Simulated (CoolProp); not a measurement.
The numbers come from the reference Helmholtz-energy equation of state, Polt 1992 in CoolProp. This equation is an older, rougher fit.

Problem. For cyclopropane, give the phase and the cv (kJ/(kg K)), Joule-Thomson coefficient (K/MPa) at 451.5 K and 3.22 MPa; 419.6 K and 0.409 MPa.

Solution. 
- 451.5 K and 3.22 MPa: gas; cv 1.97, Joule-Thomson coefficient 5.95
- 419.6 K and 0.409 MPa: gas; cv 1.73, Joule-Thomson coefficient 6.93
